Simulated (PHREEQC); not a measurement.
Synthetic water in mg/L, 20 °C, pH 5.84, pe 1.9: Na 0.000987; K 0.0977; Ca 0.0395; Mg 0.0111; Cl 0.0467; S(6) as SO4 0.0536; Alkalinity as HCO3 0.188; Si as SiO2 5.58e-05; Br 0.0013; B 0.00108; Fe(2) 0.00121.

Cl is adjusted to close the charge balance.
Valence states are taken as typed.

All values are PHREEQC results (ion-association model, wateq4f.dat), not measurements.

Each row changes one thing in this solution. Precipitation was switched off in this run.

| case | ionic strength (mol/kgw) | CO2 (mol/kgw) | HCO3- (mol/kgw) | CO3-2 (mol/kgw) | CaSO4 (mol/kgw) | CaHCO3+ (mol/kgw) | SI of Quartz (SiO2) |
|---|---|---|---|---|---|---|---|
| as made | 8.94e-6 | 1.57e-5 | 4.53e-6 | 1.33e-10 | 1.02e-10 | 5.15e-11 | -4.98 |
| Fe(2) from 0.00121 to 0.00363 mg/L | 9.07e-6 | 1.57e-5 | 4.53e-6 | 1.33e-10 | 1.02e-10 | 5.15e-11 | -4.98 |
| temperature from 20 to 90 °C at the same typed pH | 8.94e-6 | 1.47e-5 | (withheld) | 2.19e-10 | 1.75e-10 | 8.44e-11 | -5.84 |
| pH from 5.84 to 5.5 at the same alkalinity | 1.07e-5 | 4.75e-5 | (withheld) | (withheld) | 1.01e-10 | 7.11e-11 | -4.98 |
| pH from 5.84 to 6.84 at the same alkalinity | 7.64e-6 | 1.10e-6 | 3.18e-6 | 9.35e-10 | 1.02e-10 | 3.62e-11 | -4.98 |
| Br from 0.0013 to 0.0026 mg/L | 8.94e-6 | 1.57e-5 | 4.53e-6 | 1.33e-10 | 1.02e-10 | 5.15e-11 | -4.98 |

Q: Fill in the missing entries.

A: 
- temperature from 20 to 90 °C at the same typed pH, HCO3- (mol/kgw): 4.27e-6
- pH from 5.84 to 5.5 at the same alkalinity, HCO3- (mol/kgw): 6.25e-6
- pH from 5.84 to 5.5 at the same alkalinity, CO3-2 (mol/kgw): 8.42e-11

Away from 25 °C the constants follow the database's enthalpies or fits; those with neither stay at their 25 °C values.
